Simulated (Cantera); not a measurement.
Charge: 1 mol Pb, 0.23 mol O2, 4.2 mol N2, held at 1000 °C and 1.33 mbar.

Cantera equilibrium calculation (NASA polynomials, part measured and part estimated; ideal gas, pure solids and liquids). Candidate condensed phases: Pb, PbO, PbO2, Pb3O4; 12 gas species. Gases not in the tables: (PbO)n polymers. The numbers say what is thermodynamically allowed, not how fast it happens.

Base state: N2 0.807, Pb 0.105, PbO 0.0877, O2 0.000349, NO 1.37e-5 (mole fractions); condensed: gas only.

Problem. What changes in the equilibrium state with this change: O2 from 0.23 to 0.36 mol?

Solution. 
```csv
species,before,after
N2,0.807,0.806
PbO,0.0877,0.133
Pb,0.105,0.0588
O2,0.000349,0.00253
NO,1.37e-5,3.67e-5
```

Problem. What changes in the equilibrium state with this change: O2 from 0.23 to 0.17 mol?

Solution. 
```json
[
 {"species": "N2", "before": "0.807", "after": "0.808"},
 {"species": "Pb", "before": "0.105", "after": "0.127"},
 {"species": "PbO", "before": "0.0877", "after": "0.0651"},
 {"species": "O2", "before": "0.000349", "after": "0.000130"},
 {"species": "NO", "before": "1.37e-5", "after": "8.33e-6"}
]
```

Problem. What changes in the equilibrium state with this change: Pb replaced by HgO?

Solution. 
| species | before | after |
|---|---|---|
| N2 | 0.807 | 0.708 |
| Hg | 0 | 0.169 |
| O2 | 0.000349 | 0.123 |
| Pb | 0.105 | 0 |
| PbO | 0.0877 | 0 |
| NO | 1.37e-5 | 0.000240 |
Further candidate phases: Hg, HgO.
